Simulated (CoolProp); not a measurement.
A single-stage vapour-compression cycle with R124: evaporating at 217.15 K (dew point), condensing at 284.15 K (bubble point), superheat 5 K, subcooling 2 K, compressor efficiency 0.85, no pressure losses. Each further row changes one setting.

Values from CoolProp's reference Helmholtz-energy equation of state, de Vries 1995.

```csv
case,cooling COP,pressure ratio,discharge temperature (K),refrigerating effect (kJ/kg),volumetric capacity (kJ/m³)
as stated,[?],23.9,311.5,120,90.9
evaporating temperature 222.15 K,2.37,[?],[?],[?],125
condensing temperature 279.15 K,2.33,20.0,306.1,126,95.1
subcooling 7 K,2.19,23.9,311.5,126,95.1
superheat 15 K,[?],23.9,322.7,126,[?]
compressor efficiency 0.75,1.84,23.9,[?],120,90.9
```

**Question.** What belongs in the gaps?

**Answer.** 
- as stated, cooling COP: 2.09
- evaporating temperature 222.15 K, pressure ratio: 17.4
- evaporating temperature 222.15 K, discharge temperature (K): 308.1
- evaporating temperature 222.15 K, refrigerating effect (kJ/kg): 123
- superheat 15 K, cooling COP: 2.11
- superheat 15 K, volumetric capacity (kJ/m³): 91.4
- compressor efficiency 0.75, discharge temperature (K): 321.3
